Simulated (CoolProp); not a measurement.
Octamethylcyclotetrasiloxane (D4) along the isotherm 620 K: Z from the reference equation and from simpler models built on Tc = 586.5 K, pc = 13.47 bar, ω = 0.598; each cubic takes its own stable root.

The numbers come from the reference Helmholtz-energy equation of state, Thol 2015 in CoolProp.

```
p (bar)  phase  reference  Pitzer virial  Redlich-Kwong
-------  -----  ---------  -------------  -------------
0.842      gas     0.9821         0.9822         0.9817
1.68       gas     0.9638         0.9644         0.9631
2.53       gas     0.9449         0.9464         0.9437
3.37       gas     0.9257         0.9287         0.9242
4.21       gas     0.9061         0.9109         0.9041
5.05       gas     0.8860         0.8931         0.8835
5.89       gas     0.8653         0.8753         0.8622
6.74       gas     0.8438         0.8573         0.8401
```
